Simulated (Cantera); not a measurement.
Feed: 1 mol CH2F2, 0.25 mol CH4, equilibrated at 0.270 bar.

These are equilibrium values from Cantera (NASA tables, ideal gas, pure condensed phases), not measurements of a reactor. Candidate condensed phases: C, C6H6, C7H8, C8H18; 95 gas species. Equilibrium is a limit: real reactors are often held back by kinetics, nucleation or transport.

At 2950 K, list the 7 most abundant gas species with their mole fractions, and the condensed phases.

HF 0.756, H2 0.136, H 0.0958, C2H2 (acetylene) 0.00728, F 0.00301, C2H 0.000821, C3 0.000672. Condensed: C(graphite).
